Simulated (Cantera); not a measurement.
Mixture: CH₄ : CO : O₂ : N₂ = 1 : 0.31 : 4.14 : 15.6 (molar parts), equivalence ratio 0.52, at 0.987 atm, adiabatic and at constant volume. Ignition delay is the time to a rise of 400 K.

Detailed kinetics in Cantera: GRI-Mech 3.0 (53 species, 325 reactions).

Q: Predict: delay at 1100 K; delay at 1300 K; delay at 1500 K; delay at 1700 K; apparent activation energy between 1600 and 1800 K.

A: 
```json
{
 "delay at 1100 K": "0.160 s",
 "delay at 1300 K": "8.15 ms",
 "delay at 1500 K": "0.887 ms",
 "delay at 1700 K": "0.190 ms",
 "apparent activation energy between 1600 and 1800 K": "160 kJ/mol"
}
```
